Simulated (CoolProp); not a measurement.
The fluid at 493.82 K and 7.76 MPa is throttled through a valve to 0.25 MPa with no heat exchange. The same conditions are run with several fluids, on thermodynamics alone (safety and materials aside).

Model: reference Helmholtz-energy equation of state of each fluid (methane: Setzmann 1991; oxygen: Schmidt 1985; R152A: Outcalt 1996; isobutene: Lemmon 2005), in CoolProp.

**Question.** Rank methane, oxygen, R152A, isobutene by temperature change (K), highest first.

**Answer.** oxygen (-5.4), methane (-8.9), R152A (-48.9), isobutene (-58.6)

| fluid | final density (kg/m³) |
|---|---|
| methane | 0.995 |
| oxygen | 1.97 |
| R152A | 4.52 |
| isobutene | 3.95 |

Above 300 K oxygen's equation is extrapolated.
